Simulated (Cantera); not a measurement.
Charge: 1 mol NH3, 0.035 mol H2O, equilibrated at 1450 °C and 22.0 bar.

Equilibrium computed with Cantera from the NASA thermochemical tables; the gas is ideal and each condensed phase is pure. Candidate condensed phases: H2O; 24 gas species. The numbers say what is thermodynamically allowed, not how fast it happens.

Q: What is the equilibrium state?

A: 
```
Property       Result
----------  ---------
x(H2)           0.737
x(N2)           0.246
x(H2O)         0.0172
x(NH3)       0.000238
x(H)          3.34e-5
gas amount  2.035 mol
```
